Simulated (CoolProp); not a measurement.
R1132(E) along the isotherm 126.85 °C: density (kg/m³) from the reference equation and from simpler models built on Tc = 75.7 °C, pc = 5174 kPa, ω = 0.245; each cubic takes its own stable root.

Computed with CoolProp (reference Helmholtz-energy equation of state, Akasaka 2024).

```tsv
p (kPa)	phase	reference
406	gas	7.953
812	gas	16.19
1220	gas	24.78
1620	gas	33.53
2030	gas	42.87
2440	gas	52.61
2840	gas	62.55
3250	gas	73.22
3660	gas	84.44
4060	gas	95.95
4470	gas	108.4
4880	gas	121.6
5280	supercritical	135.3
5690	supercritical	150.2
6090	supercritical	165.8
6500	supercritical	182.8
```

How far does each simpler model (ideal gas, van der Waals, Redlich-Kwong) lie from the reference over these 16 states: mean and median of the absolute difference, and the worst?


- ideal gas: mean 15.9 %, median 15.5 %, worst -31.5 % at 126.85 °C and 6500 kPa
- van der Waals: mean 1.5 %, median 0.6 %, worst +6.2 % at 126.85 °C and 6500 kPa
- Redlich-Kwong: mean 1.3 %, median 1.1 %, worst +3.1 % at 126.85 °C and 6500 kPa
